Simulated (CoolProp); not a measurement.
Vapour-liquid equilibrium of C2F6 (R116) (1) + propane (2) at 8.37 bar; x and y are mole fractions of (1).

Model: multi-fluid Helmholtz-energy mixture model, Lemmon 2006 and Lemmon 2009; pair parameters Bell 2016, in CoolProp.

Q: Give the bubble temperature and the first vapour's composition at x = 0.05, 0.35, 0.85. Is there an azeotrope?

A: x = 0.05: 4.3 °C, y = 0.342; x = 0.35: -20.4 °C, y = 0.726; x = 0.85: -26.3 °C, y = 0.886. No azeotrope shows between x = 0.05 and 0.95.

The pair parameters rest on a limited set of measurements; away from them the model extrapolates. With so large a gap from Raoult's law the liquid may split in two, which this calculation doesn't test in full.
